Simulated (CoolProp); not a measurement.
Vapour-liquid equilibrium of R143a (1) + R1234yf (2) at 0.0147 MPa; x and y are mole fractions of (1).

Computed with CoolProp (multi-fluid Helmholtz-energy mixture model, Lemmon and Jacobsen 2000 and Lemmon 2022; pair parameters Bell 2016).

```tsv
x	bubble temperature (°C)	y at the bubble point	dew temperature at overall composition x (°C)	liquid density (mol/L)
0.05	___	___	-66.3	___
0.15	-69.8	0.341	-67.4	12.34
0.25	-71.8	0.490	-68.6	___
0.35	-73.5	0.604	___	12.90
0.45	-75.0	___	-71.2	___
0.55	-76.3	0.769	-72.7	13.48
0.65	-77.5	0.832	-74.3	13.78
0.75	-78.6	0.887	-76.0	14.09
0.85	-79.6	0.935	-77.9	14.42
0.95	-80.5	0.979	-79.9	14.76
```

### Question
Fill in the missing entries.

### Answer

- 0.05, bubble temperature (°C): -67.2
- 0.05, y at the bubble point: 0.135
- 0.05, liquid density (mol/L): 12.06
- 0.25, liquid density (mol/L): 12.62
- 0.35, dew temperature at overall composition x (°C): -69.9
- 0.45, y at the bubble point: 0.694
- 0.45, liquid density (mol/L): 13.18

No azeotrope shows between x = 0.05 and 0.95.

The pair parameters rest on a limited set of measurements; away from them the model extrapolates.
